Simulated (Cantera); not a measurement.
Charge: 1 mol Fe, 12 mol NH3, 150 mol N2, 0.41 mol H2O, at 10.0 mbar.

Cantera equilibrium calculation (NASA polynomials, part measured and part estimated; ideal gas, pure solids and liquids). Candidate condensed phases: Fe, FeO, Fe(OH)2, Fe(OH)3, Fe2O3, Fe3O4, H2O; 27 gas species. Equilibrium is a limit: real reactors are often held back by kinetics, nucleation or transport.

Which condensed phases are stable at each of these points (T (K)): 725, 825, 925, 1025, 1125, 1225, 1325, 1425, 1525, 1625, 1725?


| T (K) | condensed phases | Fe condensed (%) |
|---|---|---|
| 725 | Fe(α) | 100.0 |
| 825 | Fe(α) | 100.0 |
| 925 | Fe(α) | 100.0 |
| 1025 | Fe(α) | 100.0 |
| 1125 | Fe(α) | 100.0 |
| 1225 | Fe(γ) | 100.0 |
| 1325 | Fe(γ) | 100.0 |
| 1425 | Fe(γ) | 100.0 |
| 1525 | Fe(γ) | 99.6 |
| 1625 | Fe(γ) | 97.0 |
| 1725 | Fe(δ) | 83.5 |

From 725 K to 1125 K the condensed part is Fe(α). From 1225 K to 1625 K the condensed part is Fe(γ). At 1725 K the condensed part is Fe(δ).
